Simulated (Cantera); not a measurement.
Feed: 1 mol Cu2O, 0.39 mol H2, held at 1598 K.

Method: chemical equilibrium by Gibbs-energy minimisation in Cantera with the NASA 1993 tables (ideal gas, pure condensed phases). Candidate condensed phases: Cu, CuO, Cu(OH)2, Cu2O, H2O; 12 gas species. Each liquid is taken as pure. Mutual solubility and eutectic melting of coexisting phases are not modelled. Kinetics and transport are ignored.

Task: Which condensed phases are stable at each of these points (P (Pa)): 10, 42, 180, 750, 3200, 13000, 56000, 240000, 1000000?

Result: 
```csv
P (Pa),condensed phases,Cu condensed (%)
10,Cu(l),78.0
42,Cu(l),96.5
180,Cu(l) + Cu2O(l),99.5
750,Cu(l) + Cu2O(l),99.9
3200,Cu(l) + Cu2O(l),100.0
13000,Cu(l) + Cu2O(l),100.0
56000,Cu(l) + Cu2O(l),100.0
240000,Cu(l) + Cu2O(l),100.0
1000000,Cu(l) + Cu2O(l),100.0
```

From 0.0750 Torr to 0.315 Torr the condensed part is Cu(l). From 1.35 Torr to 7500 Torr the condensed part is Cu(l) + Cu2O(l).
